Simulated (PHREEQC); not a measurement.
## Polishing slurry liquid: an equilibrium model

Make-up at 40 °C: 0.0036 mol/kgw H2SO4 and 0.032 mol/kgw KH2PO4. Closed to the air; pH follows from the charge balance.

All values are PHREEQC results (ion-association model, phreeqc.dat), not measurements.

Each row changes one thing in this solution. Precipitation was switched off in this run.

```tsv
case	pH	ionic strength (mol/kgw)	H2PO4- (mol/kgw)	HPO4-2 (mol/kgw)
as made	2.87	0.0361	0.0267	2.23e-6
KH2PO4 replaced by Na3PO4 at the same molality	11.42	0.157	…	0.0169
H2SO4 replaced by Na2SO4 at the same molality	4.59	…	0.0317	0.000147
H2SO4 replaced by (NH4)2SO4 at the same molality	…	…	0.0317	0.000147
0.0031 mol/kgw Ca(HCO3)2 added	3.74	0.0414	0.0302	…
```

Task: Complete the blanks.

Result: 
- KH2PO4 replaced by Na3PO4 at the same molality, H2PO4- (mol/kgw): 3.98e-7
- H2SO4 replaced by Na2SO4 at the same molality, ionic strength (mol/kgw): 0.0420
- H2SO4 replaced by (NH4)2SO4 at the same molality, pH: 4.60
- H2SO4 replaced by (NH4)2SO4 at the same molality, ionic strength (mol/kgw): 0.0419
- 0.0031 mol/kgw Ca(HCO3)2 added, HPO4-2 (mol/kgw): 1.95e-5

Species that the database lacks are ignored. Away from 25 °C the constants follow the database's enthalpies or fits; those with neither stay at their 25 °C values.
